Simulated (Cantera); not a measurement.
Input (Python, Cantera):

```python
import numpy as np
import cantera as ct

gas = ct.Solution("h2o2.yaml")
gas.TPX = 1025, 12000, {'H2': 0.88, 'O2': 1, 'N2': 0.66}
inlet = ct.Reservoir(gas, clone=True)

reactor = ct.IdealGasConstPressureReactor(gas, energy="off", clone=False)
exhaust = ct.Reservoir(gas, clone=True)
tau = [16, 4.3, 1.2, 0.33, 0.089, 0.024, 0.0067, 0.0018][0]
for a, b in ((inlet, reactor), (reactor, exhaust)):
    ct.MassFlowController(a, b, mdot=lambda t: reactor.mass / tau)
net = ct.ReactorNet([reactor])
show = ['H2', 'O2', 'O', 'H2O', 'OH']

rows = []
print(f"{'tau/s':>10s}{'T/K':>9s}" + "".join(f"{s:>11s}" for s in show))
for tau in [16, 4.3, 1.2, 0.33, 0.089, 0.024, 0.0067, 0.0018]:
    net.initial_time = 0.0
    net.advance(30 * tau)
    before = gas.X
    net.advance(40 * tau)
    drift = np.max(np.abs(gas.X - before) / (gas.X + 1e-9))
    rows.append([gas.T, *gas[show].X, drift])
    print(f"{tau:10.3e}{gas.T:9.1f}" + "".join(f"{x:11.3e}" for x in gas[show].X))
```

Output:

```
     tau/s      T/K         H2         O2          O        H2O         OH
 1.600e+01   1025.0  2.473e-04  2.667e-01  7.985e-06  4.187e-01  5.659e-05
 4.300e+00   1025.0  6.068e-04  2.668e-01  2.158e-05  4.182e-01  8.494e-05
 1.200e+00   1025.0  1.372e-03  2.671e-01  5.521e-05  4.173e-01  1.327e-04
 3.300e-01   1025.0  2.943e-03  2.676e-01  1.364e-04  4.153e-01  2.209e-04
 8.900e-02   1025.0  6.064e-03  2.685e-01  3.243e-04  4.113e-01  3.888e-04
 2.400e-02   1025.0  1.207e-02  2.704e-01  7.319e-04  4.034e-01  7.042e-04
 6.700e-03   1025.0  2.308e-02  2.738e-01  1.549e-03  3.883e-01  1.262e-03
 1.800e-03   1025.0  4.424e-02  2.804e-01  3.225e-03  3.576e-01  2.243e-03
```

Model: the H2/O2 subset of GRI-Mech 3.0, which has no nitrogen chemistry, integrated in Cantera. Radical loss at walls, strong at low pressure, is not modelled. The temperature is held fixed by assumption; the heat of reaction is taken as removed at once.
